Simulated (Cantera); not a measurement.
Equilibrium for aluminium and copper etching: Al + HCl + H₂

A closed system holds: 1 mol Al, 8.1 mol HCl, 0.22 mol H₂, held at 1330 Pa.

Cantera equilibrium calculation (NASA polynomials, part measured and part estimated; ideal gas, pure solids and liquids). Candidate condensed phases: Al, AlCl₃; 12 gas species. Kinetics and transport are ignored.

| T (K) | log p HCl | log p H₂ | log p AlCl₃ | log p Al₂Cl₆ |
|---|---|---|---|---|
| 548 | -2.04 | -2.51 | -3.63 | -3.11 |
| 573 | -2.04 | -2.51 | -3.40 | -3.16 |
| 598 | -2.04 | -2.51 | -3.21 | -3.24 |
| 623 | -2.05 | -2.52 | -3.05 | -3.36 |
| 648 | -2.05 | -2.52 | -2.94 | -3.52 |
| 673 | -2.05 | -2.53 | -2.87 | -3.74 |
| 698 | -2.06 | -2.53 | -2.82 | -3.98 |
log p: log10 of the partial pressure in bar; nothing condenses.

From 548 K to 698 K nothing is condensed. The main Al-bearing gas is Al₂Cl₆ at 548 K and AlCl₃ at 698 K.
